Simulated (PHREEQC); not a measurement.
Make-up at 20 °C: 0.0013 mol KHCO3 per kg of water. Closed to the air; pH follows from the charge balance.

Model: Pitzer model, pitzer.dat, run in PHREEQC.

Each row changes one thing in this solution. No solid was allowed to form.

| case | pH | ionic strength (mol/kgw) |
|---|---|---|
| as made | 8.32 | 0.00131 |
| KHCO3 replaced by CO2 at the same molality | 4.63 | 2.34e-5 |
| diluted 100-fold with water | 7.81 | 1.31e-5 |
| KHCO3 from 0.0013 to 0.013 mol/kgw | 8.27 | 0.0131 |
| KHCO3 from 0.0013 to 0.0026 mol/kgw | 8.32 | 0.00263 |
| KHCO3 from 0.0013 to 0.00065 mol/kgw | 8.30 | 0.000656 |
| 1.9e-05 mol/kgw Ca(OH)2 added | 8.81 | 0.00139 |
| KHCO3 replaced by KHSO4 at the same molality | 2.95 | 0.00371 |
| temperature from 20 to 65 °C | 8.00 | 0.00131 |

Away from 25 °C the constants follow the database's enthalpies or fits; those with neither stay at their 25 °C values.
